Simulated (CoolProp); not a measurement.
Computed with CoolProp (reference Helmholtz-energy equation of state, Span 1996).

Problem. Give the vapour pressure (kPa), liquid cp (kJ/(kg K)), liquid viscosity (µPa s), liquid conductivity (mW/(m K)) of saturated carbon dioxide at -38.85, -35.05, -19.95 °C.

Solution. 
| T (°C) | p (kPa) | liquid cp (kJ/(kg K)) | liquid viscosity (µPa s) | liquid conductivity (mW/(m K)) |
|---|---|---|---|---|
| -38.85 | 1050 | 2.02 | 189 | 155 |
| -35.05 | 1200 | 2.04 | 178 | 151 |
| -19.95 | 1970 | 2.17 | 140 | 133 |

Viscosity comes from a separate model (Laesecke 2017). Thermal conductivity comes from a separate model (Huber 2016).
